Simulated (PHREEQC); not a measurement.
1.1 g of hydrous ferric oxide (600 m²/g; 0.2 weak and 0.005 strong sites per Fe, Dzombak-Morel constants, diffuse double layer) in 1 kg of water with 0.05 mol/kgw of an inert sodium salt and 8.5e-05 mol Ag2SO4 and 0.0041 mol NaH2PO4, at 25 °C; the pH is set by adding NaOH or the inert anion's acid. O2 is buffered at 0.21 atm. The system is closed to CO2. No solid was allowed to form.

The series has 13 steps of pH, from 4 to 12.

Equilibrium calculation in PHREEQC: ion-association model, wateq4f.dat.

Question: Near which pH is half of the Ag sorbed, and on which side is more sorbed?

Answer: Near pH 8.2, with more sorbed at higher pH.

Question: Near which pH is half of the P sorbed, and on which side is more sorbed?

Answer: Near pH 6.6, with more sorbed at lower pH.

Question: At which pH does the surface charge pass through zero?

Answer: Near pH 4.6.

H3PO4, which wateq4f.dat lacks, is added to it with the constant of phreeqc.dat. The database has no phosphate complexes of Ag.
